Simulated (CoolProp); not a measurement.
Computed with CoolProp (reference Helmholtz-energy equation of state, Beckmüller 2019).

Task: Give the vapour pressure (MPa), vapour density (kg/m³), liquid cp (kJ/(kg K)) of saturated n-octane at -11.05, 82.45, 160.45 °C.

Result: 
```json
[
 {"T (°C)": "-11.05", "p (MPa)": "0.000174", "vapour density (kg/m³)": "0.00912", "liquid cp (kJ/(kg K))": "2.11"},
 {"T (°C)": "82.45", "p (MPa)": "0.0256", "vapour density (kg/m³)": "1.01", "liquid cp (kJ/(kg K))": "2.45"},
 {"T (°C)": "160.45", "p (MPa)": "0.243", "vapour density (kg/m³)": "8.60", "liquid cp (kJ/(kg K))": "2.82"}
]
```
